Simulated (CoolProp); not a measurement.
n-octane at 293.15 K and 2.78 MPa flows at 0.63 m/s in a round tube of 10 mm bore and 1.5 µm roughness, fully developed (64/Re and Nu = 3.66 if laminar; Colebrook and Gnielinski if turbulent). Each further row changes one setting.

Model: reference Helmholtz-energy equation of state, Beckmüller 2019, in CoolProp.

| case | Reynolds number | Darcy friction factor | pressure drop (Pa/m) | heat-transfer coefficient (W/(m² K)) | mass flow (kg/h) |
|---|---|---|---|---|---|
| as stated | 7940 | 0.0331 | 463 | 908 | 126 |
| velocity 1.26 m/s | 15900 | 0.0277 | 1550 | 1740 | 251 |
| diameter 20 mm | 15900 | 0.0276 | 193 | 868 | 502 |

Viscosity comes from a separate model (Huber 2004). Thermal conductivity comes from a separate model (Huber 2005).
